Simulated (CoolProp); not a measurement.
A closed Brayton cycle with carbon dioxide: compressor inlet 313.15 K and 8.3 MPa, high pressure 25.8 MPa, turbine inlet 920 K, compressor efficiency 0.89, turbine efficiency 0.93, recuperator effectiveness 0.8 (on enthalpy, no pinch check). Each further row changes one setting.

Values from CoolProp's reference Helmholtz-energy equation of state, Span 1996.

```json
[
 {"case": "as stated", "thermal efficiency (%)": "[?]", "net work (kJ/kg)": "127", "compressor to turbine work": "0.26", "compressor exit (K)": "388.2", "turbine exit (K)": "771.1"},
 {"case": "turbine inlet 870 K", "thermal efficiency (%)": "34.1", "net work (kJ/kg)": "117", "compressor to turbine work": "0.27", "compressor exit (K)": "388.2", "turbine exit (K)": "[?]"},
 {"case": "compressor inlet 323.15 K", "thermal efficiency (%)": "[?]", "net work (kJ/kg)": "116", "compressor to turbine work": "0.33", "compressor exit (K)": "415.0", "turbine exit (K)": "771.1"},
 {"case": "high pressure 21.9 MPa", "thermal efficiency (%)": "32.8", "net work (kJ/kg)": "113", "compressor to turbine work": "0.24", "compressor exit (K)": "[?]", "turbine exit (K)": "791.9"},
 {"case": "recuperator effectiveness 0.5", "thermal efficiency (%)": "25.6", "net work (kJ/kg)": "127", "compressor to turbine work": "0.26", "compressor exit (K)": "388.2", "turbine exit (K)": "771.1"}
]
```

Q: Fill in the missing entries.

A: 
- as stated, thermal efficiency (%): 35.0
- turbine inlet 870 K, turbine exit (K): 726.4
- compressor inlet 323.15 K, thermal efficiency (%): 34.2
- high pressure 21.9 MPa, compressor exit (K): 377.2
